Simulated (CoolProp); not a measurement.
Properties of methanol along the isobar 6.41 bar.

The numbers come from the reference Helmholtz-energy equation of state, de Reuck 1993 in CoolProp.

| T (K) | phase | density (kg/m³) | conductivity (mW/(m K)) | fugacity coefficient |
|---|---|---|---|---|
| 225.7 | liquid | 855.4 | 214 | 0.0001592 |
| 231.2 | liquid | 850.0 | 213 | 0.0002658 |
| 236.8 | liquid | 844.6 | 212 | 0.0004363 |
| 242.3 | liquid | 839.4 | 211 | 0.0006927 |
| 247.9 | liquid | 834.0 | 210 | 0.001084 |
| 253.4 | liquid | 828.8 | 209 | 0.001647 |
| 259 | liquid | 823.5 | 208 | 0.002471 |
| 264.5 | liquid | 818.3 | 207 | 0.003614 |
| 270.1 | liquid | 813.1 | 206 | 0.005228 |
| 275.6 | liquid | 807.9 | 205 | 0.007393 |
| 281.2 | liquid | 802.7 | 204 | 0.01036 |

Thermal conductivity comes from a separate model (Sykioti 2013).
